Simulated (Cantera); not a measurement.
Charge: 1 mol Si2Cl6, 10 mol NH3, equilibrated at 1.00 Torr.

Equilibrium computed with Cantera from the NASA thermochemical tables; the gas is ideal and each condensed phase is pure. Candidate condensed phases: NH4Cl, Si, Si3N4; 28 gas species. The feed counts by its element totals alone. The tables' values for SiCl3 are old estimates; treat these amounts as uncertain. Rates play no part.

x: gas mole fraction; n: condensed amount in mol.

```tsv
T (K)	x H2	x HCl	x N2	x SiCl2	x SiCl4	x SiCl3	x H	n Si3N4(s)
723	0.568	0.251	0.174	1.53e-11	0.00658	2.01e-8	1.74e-12	0.619
823	0.562	0.262	0.172	3.67e-9	0.00386	3.97e-7	1.51e-10	0.639
923	0.559	0.267	0.171	2.61e-7	0.00246	3.99e-6	5.01e-9	0.649
1023	0.558	0.270	0.170	[?]	[?]	2.51e-5	[?]	0.654
1123	0.557	0.271	0.170	0.000128	0.00122	0.000112	8.70e-7	0.656
1223	0.557	0.269	0.171	[?]	[?]	0.000376	[?]	0.648
1323	0.561	0.255	0.175	0.00781	0.000548	0.000885	3.25e-5	0.599
1423	0.573	0.213	0.185	0.0273	0.000201	0.00118	0.000138	0.456
```

Question: Complete the blanks.

Answer: 
- 1023, x SiCl2: 7.88e-6
- 1023, x SiCl4: 0.00169
- 1023, x H: 8.47e-8
- 1223, x SiCl2: 0.00126
- 1223, x SiCl4: 0.000892
- 1223, x H: 6.15e-6
